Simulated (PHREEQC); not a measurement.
Solution (25 °C): 0.053 mol/kgw H3PO4 and 0.025 mol/kgw K2HPO4. It is in equilibrium with CO2 at log p = -3.5 (atm). Otherwise closed; pH follows from the charge balance.

Model: ion-association model, phreeqc.dat, run in PHREEQC.

No solid was allowed to form.

### Question
Predict the pH, ionic strength, density.

### Answer
pH 2.44; ionic strength 0.0543 mol/kgw; density 1.003 g/cm³.

### Question
In which forms is P present?

### Answer
H2PO4- 70 %, H3PO4 30 % of the P.

Species that the database lacks are ignored.
